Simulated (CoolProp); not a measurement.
Saturated liquid density (kg/m³) of methanol: the reference equation beside estimates from Tc = 513.4 K, pc = 82.16 bar, ω = 0.565.

The numbers come from the reference Helmholtz-energy equation of state, de Reuck 1993 in CoolProp.

```
T (K)  reference  Redlich-Kwong  Peng-Robinson
-----  ---------  -------------  -------------
303.3      781.4          563.7          678.1
315.6      769.8          552.9          668.5
328        757.8          541.6          658.1
340.4      745.6          529.7          646.9
352.8      732.9          517.2          634.8
365.2      719.8          504.1          621.7
377.6      705.9          490.2          607.5
390        691.2          475.6          592.0
402.3      675.6          460.2          575.2
414.7      658.6          443.7          556.5
427.1      640.1          426.0          535.9
```

Absolute difference from the reference over all 11 rows, mean and median: Redlich-Kwong 30.2 and 30.0 %, Peng-Robinson 14.1 and 13.6 %.
